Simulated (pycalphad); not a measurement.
CALPHAD calculation (pycalphad, COST 507 light-alloy database (1999)), 1 atm. The database dates from 1999; later assessments differ in places, in temperatures and in the compounds included.

Molar enthalpy of Al-4.98Fe-8.48Si (at.%) in equilibrium (SER reference):

| T (K) | H (kJ/mol) | phases |
|---|---|---|
| 1850 | 55.74 | liquid |
| 1775 | 53.34 | liquid |
| 1700 | 50.94 | liquid |
| 1625 | 48.55 | liquid |
| 1550 | 46.16 | liquid |
| 1475 | 43.78 | liquid |
| 1400 | 41.40 | liquid |
| 1325 | 39.03 | liquid |
| 1250 | 36.66 | liquid |
| 1175 | 34.29 | liquid |
| 1100 | 31.94 | liquid |
| 1025 | 28.12 | liquid + AL13FE4 |
| 950 | 23.36 | liquid + ALFESI_ALPHA |
| 875 | 15.46 | liquid + ALFESI_BETA + fcc |
| 800 | 7.91 | fcc + ALFESI_BETA + diamond (Si) |
| 725 | 5.52 | fcc + ALFESI_BETA + diamond (Si) |
| 650 | 3.28 | fcc + ALFESI_BETA + diamond (Si) |
| 575 | 1.14 | fcc + ALFESI_BETA + diamond (Si) |
| 500 | -0.90 | fcc + ALFESI_BETA + diamond (Si) |

Cooling from 1100 K to 800 K, across the freezing range, releases 24.0 kJ/mol, or 843 J/g. The slope is 31 J/(mol K) in the liquid and 32 J/(mol K) just below the solidus, where it includes any heat of precipitation. Liquidus 1093 K, solidus 849 K. Changes were sought between steps of 75 K, so a narrower field can be missed.

Database names, with the compositions (at.%) that they take in these runs: AL13FE4: Al 75 Fe 24 Si 1; ALFESI_ALPHA: Al 72 Fe 19 Si 9; ALFESI_BETA: Al 70 Fe 15 Si 15.
